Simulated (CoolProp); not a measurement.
A single-stage vapour-compression cycle with R245fa: evaporating at 325.15 K (dew point), condensing at 361.15 K (bubble point), superheat 5 K, subcooling 5 K, compressor efficiency 0.8, no pressure losses. Each further row changes one setting.

Model: reference Helmholtz-energy equation of state, Akasaka 2015, in CoolProp.

| case | cooling COP | pressure ratio | discharge temperature (K) | refrigerating effect (kJ/kg) | volumetric capacity (kJ/m³) |
|---|---|---|---|---|---|
| as stated | 6.13 | 2.62 | 363.2 | 135 | 2670 |
| evaporating temperature 330.15 K | 7.42 | 2.26 | 363.5 | 139 | 3160 |
| condensing temperature 356.15 K | 7.37 | 2.32 | 358.7 | 142 | 2810 |
| subcooling 10 K | 6.47 | 2.62 | 363.2 | 142 | 2810 |
| superheat 15 K | 6.27 | 2.62 | 372.7 | 145 | 2740 |
| compressor efficiency 0.7 | 5.36 | 2.62 | 365.9 | 135 | 2670 |
